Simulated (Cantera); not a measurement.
Input (Python, Cantera) and output of one run.

```python
import numpy as np
import cantera as ct

gas_names = """
    Cu CuO Cu2 H HNO HNO2 HNO3 HO2 H2 H2O H2O2 N NH NH2 NH3 NH2OH NO NO2 NO3 N2 N2H2 N2H4 N2O O OH O2 O3
""".split()
cond_names = """
    Cu(cr) Cu(L) CuO(s) CuO2H2(s) Cu2O(s) Cu2O(L) H2O(s) H2O(L)
""".split()


def load(file, names, dense=False):
    # The tables refer to 1 bar. Condensed volumes are neglected.
    table = {s.name: s for s in ct.Species.list_from_file(file)}
    out = []
    for n in names:
        d = dict(table[n].input_data)
        d["thermo"] = dict(d["thermo"], **{"reference-pressure": 1e5})
        if dense:
            d["equation-of-state"] = {"model": "constant-volume", "density": "1e6 g/cm^3"}
        out.append(ct.Species.from_dict(d))
    return out


gas = ct.Solution(thermo="ideal-gas", species=load("nasa_gas.yaml", gas_names))
cond = {s.name: ct.Solution(thermo="fixed-stoichiometry", species=[s], name=s.name)
        for s in load("nasa_condensed.yaml", cond_names, dense=True)}
atoms = {
    'CuO': {'Cu': 1, 'O': 1},
    'H2': {'H': 2},
    'N2': {'N': 2},
}
top_T = {'CuO(s)': 1390}  # K; cautious upper limits of use, not melting points


def equilibrate(T, P, feed):
    n = {}
    for name, mol in feed.items():
        for a, k in atoms[name].items():
            n[a] = n.get(a, 0.0) + k * mol
    gas.TPX = T, P, n
    mass = sum(n.values()) * gas.mean_molecular_weight
    gas.equilibrate("TP")
    valid = [c for c in cond.values() if c.min_temp <= T <= top_T.get(c.name, c.max_temp)]
    mix = ct.Mixture([(gas, mass / gas.mean_molecular_weight)] + [(c, 0.0) for c in valid])
    mix.T, mix.P = T, P
    mix.equilibrate("TP", solver="vcs", rtol=1e-11, max_steps=5000)
    return mix


results = []
feed = {'CuO': 1, 'H2': 8.8, 'N2': 0.64}  # mol
T = 1550  # K
P = 5700  # Pa
mix = equilibrate(T, P, feed)
results.append((T, P, feed, dict(zip(mix.species_names, mix.species_moles))))
x = sorted(zip(gas.X, gas.species_names), reverse=True)
print(f"T = {T:g} K  P = {P:g} Pa  gas = {mix.phase_moles(0):.4g} mol")
print("   x: " + "  ".join(f"{s} {v:.3e}" for v, s in x if v > 1e-05))
print("   condensed (mol): " + ("  ".join(f"{mix.phase(i).name} {mix.phase_moles(i):.4g}"
      for i in range(1, mix.n_phases) if mix.phase_moles(i) > 1e-12) or "none"))
```

It prints:

```
T = 1550 K  P = 5700 Pa  gas = 9.444 mol
   x: H2 8.259e-01  H2O 1.059e-01  N2 6.777e-02  Cu 3.257e-04  H 1.199e-04
   condensed (mol): Cu(L) 0.9969
```

Equilibrium computed with Cantera from the NASA thermochemical tables; the gas is ideal and each condensed phase is pure.
